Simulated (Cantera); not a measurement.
# Catalytic combustion on Pt

An isothermal plug-flow reactor at 800 K and 760 Torr (inlet), inlet velocity 0.14 m/s, active area per volume 360 1/m; feed 0.595 % CH₄, 6.65 % O₂, 92.1 % N₂, 0.653 % H₂O, equivalence ratio 0.18.

Computed with Cantera and Deutschmann's 1995 Pt surface mechanism with GRI-Mech 3.0 gas chemistry. Catalytic surfaces can have several steady states; this one follows from the mechanism file's or the stated starting coverage. Mass transfer to the wall is taken as infinitely fast.

```
z (m)      x CH₄    x O₂    x H₂O     x CO₂     x CO  θ free Pt   θ O*    θ OH*
-------  -------  ------  -------  --------  -------  ---------  -----  -------
0.00018  0.00594  0.0664  0.00654   4.96e-6  2.07e-7     0.0432  0.955  0.00177
0.0003   0.00594  0.0664  0.00655   8.29e-6  3.16e-7     0.0432  0.955  0.00177
0.0005   0.00593  0.0664  0.00656   1.39e-5  4.58e-7     0.0432  0.955  0.00177
0.00083  0.00592  0.0664  0.00658   2.32e-5  6.15e-7     0.0432  0.955  0.00177
0.0014   0.00591  0.0664  0.00661   3.93e-5  7.53e-7     0.0432  0.955  0.00178
0.0023   0.00588  0.0663  0.00666   6.49e-5  8.24e-7     0.0432  0.955  0.00178
0.0039   0.00584  0.0662  0.00675  0.000110  8.41e-7     0.0432  0.955  0.00180
0.0064   0.00576  0.0661  0.00689  0.000180  8.33e-7     0.0433  0.955  0.00181
0.011    0.00564  0.0658  0.00715  0.000308  8.15e-7     0.0433  0.955  0.00185
0.018    0.00545  0.0655  0.00752  0.000497  7.88e-7     0.0434  0.955  0.00190
```
x: gas mole fraction; θ: surface coverage.
